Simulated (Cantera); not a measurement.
A closed system holds: 1 mol SiH4, 0.3 mol O3, 37 mol H2, held at 1975 K and 1.33 mbar.

Cantera equilibrium calculation (NASA polynomials, part measured and part estimated; ideal gas, pure solids and liquids). Candidate condensed phases: H2O, Si, SiO2; 18 gas species. The numbers say what is thermodynamically allowed, not how fast it happens.

Base state: H2 0.939, H 0.0363, SiO 0.0221, Si 0.00238, SiH 6.07e-5 (mole fractions); condensed: gas only.

Task: What changes in the equilibrium state with this change: SiH4 replaced by SiH2Cl2?

Result: 
```json
[
 {"species": "H2", "before": "0.939", "after": "0.892"},
 {"species": "HCl", "before": "0", "after": "0.0467"},
 {"species": "H", "before": "0.0363", "after": "0.0354"},
 {"species": "Cl", "before": "0", "after": "0.00138"},
 {"species": "SiO", "before": "0.0221", "after": "0.0221"},
 {"species": "SiCl2", "before": "0", "after": "0.000456"},
 {"species": "SiCl", "before": "0", "after": "0.000111"},
 {"species": "SiH", "before": "6.07e-5", "after": "4.55e-5"},
 {"species": "Si", "before": "0.00238", "after": "0.00183"}
]
```
The tables' values for SiCl are old estimates; treat these amounts as uncertain.

Task: What changes in the equilibrium state with this change: temperature from 1975 K to 1675 K?

Result: 
```
species      before     after
----------  -------  --------
H2            0.939     0.974
SiO          0.0221    0.0225
H            0.0363   0.00314
Si          0.00238  0.000326
SiH         6.07e-5   1.97e-5
SiH2        8.48e-6   1.10e-5
Si(s), mol        0    0.0856
```
Gases not in the tables: Si2H6 and higher silanes.
